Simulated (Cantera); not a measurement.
Input: 1 mol Si3N4, 3.8 mol Cl2, 51 mol H2, equilibrated at 0.133 bar.

Cantera equilibrium calculation (NASA polynomials, part measured and part estimated; ideal gas, pure solids and liquids). Candidate condensed phases: NH4Cl, Si, Si3N4; 28 gas species. The tables' values for SiCl3, SiCl are old estimates; treat these amounts as uncertain. Gases not in the tables: Si2H6 and higher silanes. Rates play no part.

x: gas mole fraction; n: condensed amount in mol.

```
T (K)   x H2   x HCl     x N2   x SiCl2  n Si3N4(s)  n Si(l)
-----  -----  ------  -------  --------  ----------  -------
1298   0.866   0.129  0.00203  0.000738       0.944        0
1398   0.866   0.126      ___       ___       0.911        0
1498   0.867   0.118  0.00605   0.00758       0.833        0
1598   0.869   0.104   0.0107    0.0149       0.705        0
1698   0.872  0.0863      ___    0.0239         ___        0
1798   0.856  0.0827   0.0352    0.0248           0     1.56
1898   0.853  0.0857   0.0352    0.0234           0     1.64
1998   0.849  0.0882   0.0351    0.0220           0     1.69
```

Q: What belongs in the gaps?

A: 
- 1398, x N2: 0.00324
- 1398, x SiCl2: 0.00294
- 1698, x N2: 0.0165
- 1698, n Si3N4(s): 0.542
